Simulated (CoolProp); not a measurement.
A single-stage vapour-compression cycle with CH3F (R41): evaporating at 194.15 K (dew point), condensing at 219.15 K (bubble point), superheat 0 K, subcooling 0 K, compressor efficiency 0.7, no pressure losses. Each further row changes one setting.

Model: reference Helmholtz-energy equation of state, Lemmon 2006, in CoolProp. It is a short technical equation, of lower accuracy than the large ones.

| case | cooling COP | pressure ratio | discharge temperature (K) | refrigerating effect (kJ/kg) | volumetric capacity (kJ/m³) |
|---|---|---|---|---|---|
| as stated | 4.79 | 3.37 | 281.8 | 436 | 938 |
| evaporating temperature 199.15 K | 6.30 | 2.57 | 266.2 | 439 | 1220 |
| condensing temperature 214.15 K | 6.14 | 2.71 | [?] | 447 | 961 |
| subcooling 5 K | [?] | 3.37 | 281.8 | 447 | 961 |
| superheat 10 K | 4.63 | 3.37 | [?] | 448 | 908 |
| compressor efficiency 0.6 | 4.10 | 3.37 | 294.9 | 436 | 938 |

**Question.** Complete the blanks.

**Answer.** 
- condensing temperature 214.15 K, discharge temperature (K): 264.3
- subcooling 5 K, cooling COP: 4.90
- superheat 10 K, discharge temperature (K): 296.8
